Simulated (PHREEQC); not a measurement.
Buffer: an equilibrium model

Make-up at 41 °C: 4.4 mmol/kgw HF, 35 mmol/kgw Na2SO4 and 1.1 mmol/kgw NaCl. It is in equilibrium with CO2 at log p = 0 (atm). Otherwise closed; pH follows from the charge balance.

Model: ion-association model, phreeqc.dat, run in PHREEQC.

Each row changes one thing in this solution. This is a speciation only: nothing precipitates in the calculation.

```csv
case,pH,ionic strength (mol/kgw),Na+ (mol/kgw),HCO3- (mol/kgw),NaHCO3 (mol/kgw),SI of Halite (NaCl)
as made,3.16,0.0975,0.0671,2.15e-5,4.45e-7,-5.94
HF replaced by (CH3)4NF at the same molality,4.39,…,0.0669,0.000370,…,-5.94
HF from 0.0044 to 0.0088 mol/kgw,2.96,0.0974,0.0671,1.36e-5,2.83e-7,-5.94
HF left out,4.17,0.0978,0.0670,…,…,-5.94
HF from 0.0044 to 0.00088 mol/kgw,3.65,0.0977,0.0670,6.60e-5,1.37e-6,-5.94
Na2SO4 left out,2.90,0.00242,0.00110,9.88e-6,…,-7.55
```

Task: Fill in the missing entries.

Result: 
- HF replaced by (CH3)4NF at the same molality, ionic strength (mol/kgw): 0.102
- HF replaced by (CH3)4NF at the same molality, NaHCO3 (mol/kgw): 7.60e-6
- HF left out, HCO3- (mol/kgw): 0.000218
- HF left out, NaHCO3 (mol/kgw): 4.51e-6
- Na2SO4 left out, NaHCO3 (mol/kgw): 5.02e-9

Complexes and solids missing from the database can't appear. (CH3)4N+ isn't in the database: it is added as a free cation with an ion size of 4 Å. Away from 25 °C the constants follow the database's enthalpies or fits; those with neither stay at their 25 °C values.
